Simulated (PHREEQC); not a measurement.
Solution (25 °C): 0.03 mol/kgw H2SiF6. Closed to the air; pH follows from the charge balance.

Computed with PHREEQC (ion-association model, phreeqc.dat).

No solid was allowed to form.

Question: Predict the pH, ionic strength, density.

Answer: pH 1.32; ionic strength 0.0865 mol/kgw; density 1.000 g/cm³.

Question: In which forms is F present?

Answer: SiF6-2 96 %, HF 4.0 % of the F.

Saturation is exceeded, for instance for Quartz (slow to form), Chalcedony (slow to form); the values hold only as long as no solid forms. Complexes and solids missing from the database can't appear. SiF6-2 is the database's only silicon fluoride.
